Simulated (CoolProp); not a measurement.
A Linde-Hampson liquefier for CF4 (R14): isothermal reversible compression at 320 K from 1 atm to 5 MPa, throttling to 1 atm, return gas leaving the recuperator 2 K below the feed. Each further row changes one setting.

Computed with CoolProp (reference Helmholtz-energy equation of state, Platzer 1990). This equation is an older, rougher fit; its heat capacities, sound speeds and derivatives of the liquid may be far off and weren't checked against measurements.

```json
[
 {"case": "as stated", "liquid yield per pass": "___", "compression work (kJ/kg of gas)": "114"},
 {"case": "high pressure 10 MPa", "liquid yield per pass": "___", "compression work (kJ/kg of gas)": "___"},
 {"case": "warm-end temperature 350 K", "liquid yield per pass": "___", "compression work (kJ/kg of gas)": "___"},
 {"case": "warm-end gap 7 K", "liquid yield per pass": "___", "compression work (kJ/kg of gas)": "114"}
]
```

Problem. Some entries are withheld; supply them.

Solution. 
- as stated, liquid yield per pass: 0.066
- high pressure 10 MPa, liquid yield per pass: 0.139
- high pressure 10 MPa, compression work (kJ/kg of gas): 131
- warm-end temperature 350 K, liquid yield per pass: 0.049
- warm-end temperature 350 K, compression work (kJ/kg of gas): 126
- warm-end gap 7 K, liquid yield per pass: 0.052
